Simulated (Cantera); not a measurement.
An isothermal, constant-pressure homogeneous reactor starts with 2.15 % CH₄, 97.8 % H₂, 0.0645 % N₂, at 2373 K and 0.0132 atm.

Model: GRI-Mech 3.0 (53 species, 325 reactions), integrated in Cantera. GRI-Mech 3.0 stops at C3 and has no aromatics, soot or wall deposition, so with more carbon than oxygen in the feed, carbon stays in small species such as C2H2 where larger ones or solid carbon would form. Radical loss at walls, strong at low pressure, is not modelled.

One state of this run: x CH₄ = 2.53e-6; x H₂ = 0.875; x C₂H₆ = <1e-12; x HCN = 0.000173; x C₂H₂ = 0.00977; x C₂H = 6.85e-5. x: mole fraction; the columns are a selection and need not sum to one.

### Question
Which value of t (s) does it belong to?
A. 0.127
B. 0.379
C. 90.0
D. 2.00e-5

### Answer
C, 90.0
